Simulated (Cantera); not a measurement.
A freely propagating, adiabatic, planar premixed flame of CH₄ : O₂ : N₂ : H₂O = 1 : 1.82 : 6.84 : 2.4 (molar parts), equivalence ratio 1.1, unburnt at 573 K and 1.01 bar; mixture-averaged transport, grid criteria slope 0.08 and curve 0.16, no radiation.

Model: GRI-Mech 3.0 (53 species, 325 reactions), integrated in Cantera. Burning velocities carry a grid error of a few per cent, more on coarse grids.

x: mole fraction of selected species; z is measured from the peak of heat release.

```json
[
 {"z (mm)": "-1.91", "T (K)": "573", "u (m/s)": "0.515", "x CH₄": "0.0827", "x O₂": "0.151", "x H₂O": "0.199", "x C₂H₆": "6.44e-8", "x NO": "<1e-8", "x HCO": "<1e-8"},
 {"z (mm)": "-1.27", "T (K)": "579", "u (m/s)": "0.521", "x CH₄": "0.0821", "x O₂": "0.150", "x H₂O": "0.199", "x C₂H₆": "1.42e-6", "x NO": "<1e-8", "x HCO": "<1e-8"},
 {"z (mm)": "-0.954", "T (K)": "592", "u (m/s)": "0.535", "x CH₄": "0.0809", "x O₂": "0.149", "x H₂O": "0.200", "x C₂H₆": "6.92e-6", "x NO": "2.60e-8", "x HCO": "<1e-8"},
 {"z (mm)": "-0.636", "T (K)": "(withheld)", "u (m/s)": "0.612", "x CH₄": "0.0754", "x O₂": "0.142", "x H₂O": "0.209", "x C₂H₆": "6.96e-5", "x NO": "1.99e-7", "x HCO": "<1e-8"},
 {"z (mm)": "-0.318", "T (K)": "(withheld)", "u (m/s)": "0.956", "x CH₄": "0.0516", "x O₂": "0.110", "x H₂O": "0.246", "x C₂H₆": "0.000646", "x NO": "1.99e-6", "x HCO": "2.02e-7"},
 {"z (mm)": "-0.159", "T (K)": "(withheld)", "u (m/s)": "1.28", "x CH₄": "0.0278", "x O₂": "0.0752", "x H₂O": "0.280", "x C₂H₆": "0.000862", "x NO": "4.44e-6", "x HCO": "3.83e-6"},
 {"z (mm)": "0", "T (K)": "1699", "u (m/s)": "1.58", "x CH₄": "0.00584", "x O₂": "0.0351", "x H₂O": "0.313", "x C₂H₆": "9.76e-5", "x NO": "8.37e-6", "x HCO": "1.44e-5"},
 {"z (mm)": "0.159", "T (K)": "1828", "u (m/s)": "1.69", "x CH₄": "0.000289", "x O₂": "0.0140", "x H₂O": "0.326", "x C₂H₆": "2.60e-7", "x NO": "1.34e-5", "x HCO": "3.91e-6"},
 {"z (mm)": "0.318", "T (K)": "1870", "u (m/s)": "1.72", "x CH₄": "7.36e-6", "x O₂": "0.00806", "x H₂O": "0.329", "x C₂H₆": "<1e-8", "x NO": "1.62e-5", "x HCO": "1.86e-7"},
 {"z (mm)": "0.636", "T (K)": "1915", "u (m/s)": "1.76", "x CH₄": "<1e-8", "x O₂": "0.00510", "x H₂O": "0.331", "x C₂H₆": "<1e-8", "x NO": "1.82e-5", "x HCO": "2.52e-8"},
 {"z (mm)": "1.27", "T (K)": "1962", "u (m/s)": "1.80", "x CH₄": "<1e-8", "x O₂": "0.00315", "x H₂O": "0.335", "x C₂H₆": "<1e-8", "x NO": "1.96e-5", "x HCO": "1.45e-8"},
 {"z (mm)": "2.54", "T (K)": "1999", "u (m/s)": "1.83", "x CH₄": "<1e-8", "x O₂": "0.00165", "x H₂O": "0.339", "x C₂H₆": "<1e-8", "x NO": "2.08e-5", "x HCO": "<1e-8"},
 {"z (mm)": "5.09", "T (K)": "2023", "u (m/s)": "1.85", "x CH₄": "<1e-8", "x O₂": "0.000715", "x H₂O": "0.342", "x C₂H₆": "<1e-8", "x NO": "2.19e-5", "x HCO": "<1e-8"}
]
```

Question: Some entries are withheld; supply them.

Answer: 
- -0.636, T (K): 674
- -0.318, T (K): 1039
- -0.159, T (K): 1380
